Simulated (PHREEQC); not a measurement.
A solution holds 0.29 mol NaH2PO4 and 3.6e-05 mol NaOH per kg of water, at 25 °C. Closed to the air; pH follows from the charge balance.

The numbers come from PHREEQC with the ion-association model, wateq4f.dat.

This is a speciation only: nothing precipitates in the calculation.

### Question
Estimate the pH.

### Answer
pH 4.37.

H3PO4, which wateq4f.dat lacks, is added to it with the constant of phreeqc.dat.
